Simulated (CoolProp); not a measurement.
Vapour-liquid equilibrium of R125 (1) + cyclopropane (2) at 1040 kPa; x and y are mole fractions of (1).

Values from CoolProp's multi-fluid Helmholtz-energy mixture model, Lemmon 2005 and Polt 1992; pair parameters Bell 2016. This equation is an older, rougher fit; its heat capacities, sound speeds and derivatives of the liquid may be far off and weren't checked against measurements.

### Question
Give the bubble temperature and the first vapour's composition at x = 0.425, 0.725, 0.875. Is there an azeotrope?

### Answer
x = 0.425: 288.9 K, y = 0.582; x = 0.725: 286.3 K, y = 0.741; x = 0.875: 286.5 K, y = 0.859. y crosses x between x = 0.725 and 0.8: the model has an azeotrope there.

The pair parameters rest on a limited set of measurements; away from them the model extrapolates.
